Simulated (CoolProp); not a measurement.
A simple Rankine cycle with R1336mzz(E): condensing at 302.15 K, boiler at 0.665 MPa, turbine inlet 353.9 K, turbine efficiency 0.8, pump efficiency 0.8, no recuperator. Each further row changes one setting.

Model: reference Helmholtz-energy equation of state, Akasaka 2023, in CoolProp.

```json
[
 {"case": "as stated", "thermal efficiency (%)": "7.3", "net work (kJ/kg)": "13.1", "heat in (kJ/kg)": "180", "turbine exit temperature (K)": "330.6", "volume ratio over the turbine": "3.11"},
 {"case": "turbine inlet 373.9 K", "thermal efficiency (%)": "?", "net work (kJ/kg)": "14.3", "heat in (kJ/kg)": "199", "turbine exit temperature (K)": "?", "volume ratio over the turbine": "3.05"},
 {"case": "condensing temperature 294.15 K", "thermal efficiency (%)": "8.7", "net work (kJ/kg)": "16.6", "heat in (kJ/kg)": "190", "turbine exit temperature (K)": "325.5", "volume ratio over the turbine": "?"},
 {"case": "boiler pressure 0.465 MPa", "thermal efficiency (%)": "5.1", "net work (kJ/kg)": "9.29", "heat in (kJ/kg)": "184", "turbine exit temperature (K)": "?", "volume ratio over the turbine": "2.11"},
 {"case": "turbine efficiency 0.7", "thermal efficiency (%)": "6.3", "net work (kJ/kg)": "11.4", "heat in (kJ/kg)": "180", "turbine exit temperature (K)": "332.5", "volume ratio over the turbine": "?"}
]
```

### Question
Fill in the missing entries.

### Answer

- turbine inlet 373.9 K, thermal efficiency (%): 7.2
- turbine inlet 373.9 K, turbine exit temperature (K): 350.9
- condensing temperature 294.15 K, volume ratio over the turbine: 4.11
- boiler pressure 0.465 MPa, turbine exit temperature (K): 339.0
- turbine efficiency 0.7, volume ratio over the turbine: 3.13
